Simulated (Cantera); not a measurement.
A closed system holds: 1 mol TiO2, 27 mol Cl2, 6.7 mol O2, at 0.00520 bar.

These are equilibrium values from Cantera (NASA tables, ideal gas, pure condensed phases), not measurements of a reactor. Candidate condensed phases: Ti, TiCl2, TiCl3, TiCl4, TiO, TiO2, Ti2O3, Ti3O5, Ti4O7; 15 gas species. Kinetics and transport are ignored.

### Question
At 1375 K, list the 5 most abundant gas species with their mole fractions, and the condensed phases.

### Answer
Cl2 0.578, Cl 0.246, O2 0.175, TiCl4 0.000338, ClO 0.000217. Condensed: TiO2(rutile).
